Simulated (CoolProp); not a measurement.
Vapour-liquid equilibrium of CH2F2 (R32) (1) + R1234yf (2) at -103.75 °C; x and y are mole fractions of (1).

The numbers come from the multi-fluid Helmholtz-energy mixture model, Tillner-Roth 1997 and Lemmon 2022; pair parameters Bell 2023 in CoolProp.

```json
[
 {"x": "0.05", "bubble pressure (MPa)": "0.0009046", "y at the bubble point": "0.310", "dew pressure at overall composition x (MPa)": "0.0006865", "liquid density (mol/L)": "13.08"},
 {"x": "0.15", "bubble pressure (MPa)": "0.001360", "y at the bubble point": "0.587", "dew pressure at overall composition x (MPa)": "0.0007566", "liquid density (mol/L)": "13.78"},
 {"x": "0.25", "bubble pressure (MPa)": "0.001732", "y at the bubble point": "0.707", "dew pressure at overall composition x (MPa)": "0.0008426", "liquid density (mol/L)": "14.56"},
 {"x": "0.35", "bubble pressure (MPa)": "0.002012", "y at the bubble point": "0.772", "dew pressure at overall composition x (MPa)": "0.0009505", "liquid density (mol/L)": "15.45"},
 {"x": "0.45", "bubble pressure (MPa)": "0.002211", "y at the bubble point": "0.811", "dew pressure at overall composition x (MPa)": "0.001090", "liquid density (mol/L)": "16.47"},
 {"x": "0.55", "bubble pressure (MPa)": "0.002350", "y at the bubble point": "0.838", "dew pressure at overall composition x (MPa)": "0.001276", "liquid density (mol/L)": "17.64"},
 {"x": "0.65", "bubble pressure (MPa)": "0.002451", "y at the bubble point": "0.860", "dew pressure at overall composition x (MPa)": "0.001535", "liquid density (mol/L)": "18.99"},
 {"x": "0.75", "bubble pressure (MPa)": "0.002535", "y at the bubble point": "0.882", "dew pressure at overall composition x (MPa)": "0.001910", "liquid density (mol/L)": "20.57"},
 {"x": "0.85", "bubble pressure (MPa)": "0.002612", "y at the bubble point": "0.912", "dew pressure at overall composition x (MPa)": "0.002408", "liquid density (mol/L)": "22.43"},
 {"x": "0.95", "bubble pressure (MPa)": "0.002678", "y at the bubble point": "0.961", "dew pressure at overall composition x (MPa)": "0.002668", "liquid density (mol/L)": "24.65"}
]
```

No azeotrope shows between x = 0.05 and 0.95.

Pair parameters are fitted to limited data, so mixtures are less certain than the pure fluids.
